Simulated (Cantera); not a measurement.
Charge: 1 mol Al2O3, 14 mol H2, held at 6.30 mbar.

Cantera equilibrium calculation (NASA polynomials, part measured and part estimated; ideal gas, pure solids and liquids). Candidate condensed phases: Al, Al2O3, H2O; 19 gas species. Equilibrium is a limit: real reactors are often held back by kinetics, nucleation or transport.

**Question.** Which condensed phases are stable at each of these points (T (K)): 1173, 1273, 1373, 1473, 1573, 1673, 1773, 1873, 1973, 2073, 2173, 2273, 2373?

**Answer.** 
```tsv
T (K)	condensed phases	Al condensed (%)
1173	Al2O3(s)	100.0
1273	Al2O3(s)	100.0
1373	Al2O3(s)	100.0
1473	Al2O3(s)	100.0
1573	Al2O3(s)	100.0
1673	Al2O3(s)	100.0
1773	Al2O3(s)	100.0
1873	Al2O3(s)	99.9
1973	Al2O3(s)	99.7
2073	Al2O3(s)	99.3
2173	Al2O3(s)	98.4
2273	Al2O3(s)	96.5
2373	Al2O3(l)	93.0
```

From 1173 K to 2273 K the condensed part is Al2O3(s). At 2373 K the condensed part is Al2O3(l).
